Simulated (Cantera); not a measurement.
Feed: 1 mol SiCl₄, 3.2 mol HCl, 1.2 mol H₂, at 1348.15 K and 5.30 bar.

Method: chemical equilibrium by Gibbs-energy minimisation in Cantera with the NASA 1993 tables (ideal gas, pure condensed phases). Candidate condensed phases: Si; 19 gas species. The tables' values for SiCl₃ are old estimates; treat these amounts as uncertain. Rates play no part.

Base state: HCl 0.598, H₂ 0.217, SiCl₄ 0.180, SiHCl₃ 0.00371, SiCl₃ 0.00163, SiCl₂ 7.46e-5, SiH₂Cl₂ 1.12e-5 (mole fractions); condensed: gas only.

What changes in the equilibrium state with this change: temperature from 1348.15 K to 1025 K?


```tsv
species	before	after
HCl	0.598	0.593
H₂	0.217	0.222
SiCl₄	0.180	0.185
SiCl₂	7.46e-5	1.92e-8
SiCl₃	0.00163	1.30e-5
```
